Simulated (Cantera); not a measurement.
Input: 1 mol SiH2Cl2, 0.17 mol HCl, 89 mol H2, equilibrated at 1698 K and 750 Torr.

Equilibrium computed with Cantera from the NASA thermochemical tables; the gas is ideal and each condensed phase is pure. Candidate condensed phases: Si; 19 gas species. The tables' values for SiCl3 are old estimates; treat these amounts as uncertain. Gases not in the tables: Si2H6 and higher silanes. Equilibrium is a limit: real reactors are often held back by kinetics, nucleation or transport.

Base state: H2 0.978, HCl 0.0206, SiCl2 0.00155, H 0.000143, SiCl3 2.62e-5, SiH2 1.37e-5, SiH2Cl2 1.28e-5 (mole fractions); condensed: Si(l).

Question: What changes in the equilibrium state with this change: temperature from 1698 K to 950 K?

Answer: 
```tsv
species	before	after
H2	0.978	0.991
SiHCl3	8.02e-6	0.00350
HCl	0.0206	0.00300
H	0.000143	<1e-9
SiH2	1.37e-5	<1e-9
SiCl4	8.77e-7	0.00231
SiCl2	0.00155	1.39e-5
Si(l), mol	0.852	0
Si(s), mol	0	0.419
```
